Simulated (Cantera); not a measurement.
An adiabatic, constant-volume homogeneous reactor starts with 7.51 % CH3OH, 19.5 % O2, 73.0 % N2, at 1173 K and 1.01 bar.

Computed with Cantera and GRI-Mech 3.0 (53 species, 325 reactions). GRI-Mech 3.0 was tuned for natural gas; its chemistry of methanol as a main component is partial and can be far from experiment.

One state of this run: T (K) = 2557; P (bar) = 2.32; x CH3OH = <1e-12; x O2 = 0.0780; x CO = 0.00753; x O = 0.00353; x H = 0.00106; x N2O = 9.94e-7; x C2H = <1e-12. x: mole fraction; the columns are a selection and need not sum to one.

Problem. Which value of t (s) does it belong to?
(A) 0.000102
(B) 1.87e-5
(C) 0.0167
(D) 4.37e-5

Solution. C, 0.0167
